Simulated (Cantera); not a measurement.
What does this Cantera script print?

```python
import numpy as np
import cantera as ct

gas = ct.Solution("gri30.yaml", transport_model="multicomponent")
show = ['NO', 'C2H2', 'H2O']

rows = []
print(f"{'T/K':>7s}{'rho':>11s}{'cp':>10s}{'mu':>11s}{'lambda':>11s}{'Pr':>7s}" + "".join(f"{'D_' + s:>11s}" for s in show))
for T in [400, 650, 900, 1150, 1400, 1650, 1900]:
    gas.TPX = T, 190, {'N2O': 0.15, 'N2': 0.64}
    Pr = gas.cp_mass * gas.viscosity / gas.thermal_conductivity
    D = [gas.mix_diff_coeffs_mole[gas.species_index(s)] for s in show]
    rows.append([gas.density, gas.cp_mass, gas.viscosity, gas.thermal_conductivity, Pr, *D])
    print(f"{T:7g}{gas.density:11.4e}{gas.cp_mass:10.1f}{gas.viscosity:11.4e}"
          f"{gas.thermal_conductivity:11.4e}{Pr:7.3f}" + "".join(f"{d:11.4e}" for d in D))
print("SI units: kg/m3, J/kg/K, Pa s, W/m/K, m2/s")
```

Result:

```
    T/K        rho        cp         mu     lambda     Pr       D_NO     D_C2H2      D_H2O
    400 1.7740e-03    1026.1 2.1683e-05 3.1292e-02  0.711 1.7056e-02 1.4071e-02 1.9785e-02
    650 1.0917e-03    1095.5 3.0802e-05 4.7227e-02  0.715 3.9208e-02 3.3085e-02 4.9003e-02
    900 7.8843e-04    1168.4 3.8469e-05 6.2793e-02  0.716 6.7812e-02 5.7754e-02 8.7734e-02
   1150 6.1703e-04    1219.6 4.5290e-05 7.7154e-02  0.716 1.0213e-01 8.7381e-02 1.3459e-01
   1400 5.0685e-04    1256.6 5.1543e-05 9.0490e-02  0.716 1.4168e-01 1.2153e-01 1.8872e-01
   1650 4.3005e-04    1285.0 5.7379e-05 1.0304e-01  0.716 1.8612e-01 1.5988e-01 2.4955e-01
   1900 3.7347e-04    1306.5 6.2892e-05 1.1487e-01  0.715 2.3518e-01 2.0220e-01 3.1669e-01
SI units: kg/m3, J/kg/K, Pa s, W/m/K, m2/s
```

Cantera simulation using GRI-Mech 3.0 (53 species, 325 reactions); the numbers are that mechanism's predictions, not measurements. The composition is frozen, though it would react at the higher temperatures.
